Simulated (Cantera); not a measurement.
## Thermodynamics of boron, boron nitride and boron oxide, feed B₂H₆ + O₂ + H₂

Input: 1 mol B₂H₆, 0.52 mol O₂, 38 mol H₂, equilibrated at 1225 K and 1330 Pa.

These are equilibrium values from Cantera (NASA tables, ideal gas, pure condensed phases), not measurements of a reactor. Candidate condensed phases: B, B₂O₃, B₃O₃H₃, H₂O; 23 gas species. The feed counts by its element totals alone. Mutual solubility and eutectic melting of coexisting phases are not modelled. Equilibrium is a limit: real reactors are often held back by kinetics, nucleation or transport.

```
Property                                 Result
------------------------------------  ---------
x(H₂)                                     0.998
x(B₃O₃H₃)                              0.000795
x(HBO)                                 0.000780
x(B₂O₂)                                 1.14e-5
x(HBO₂)                                 8.95e-6
x(H)                                    2.70e-6
x(B₂O₃)                                 1.54e-6
n(B(s))                                1.26 mol
n(B₂O₃(l))                            0.303 mol
gas amount                            41.00 mol
log10 activity of B₃O₃H₃(s) (absent)      -8.86
```
